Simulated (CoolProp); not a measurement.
A single-stage vapour-compression cycle with the fluid: evaporating at 239.15 K (dew point), condensing at 274.15 K (bubble point), superheat 8 K, subcooling 8 K, compressor efficiency 0.7, no pressure losses. The same conditions are run with several fluids, on thermodynamics alone (safety and materials aside).

Computed with CoolProp (reference Helmholtz-energy equation of state of each fluid (hydrogen chloride: Thol 2018; R124: de Vries 1995; R115: Lemmon 2016; R22: Kamei 1995; R507A: Lemmon 2003; vinyl chloride: Thol 2022)). Blends and air are pseudo-pure fits.

```
fluid              cooling COP  pressure ratio  discharge temperature (K)  refrigerating effect (kJ/kg)  volumetric capacity (kJ/m³)
-----------------  -----------  --------------  -------------------------  ----------------------------  ---------------------------
hydrogen chloride         3.94            2.82                      356.4                           337                         6360
R124                      4.43            4.66                      299.7                           153                          376
R115                      4.31            3.58                      287.5                           102                         1020
R22                       4.32            3.73                      325.8                           204                         1230
R507A                     4.30            3.58                      299.3                           160                         1470
vinyl chloride            4.36            4.40                      340.3                           338                          425
```
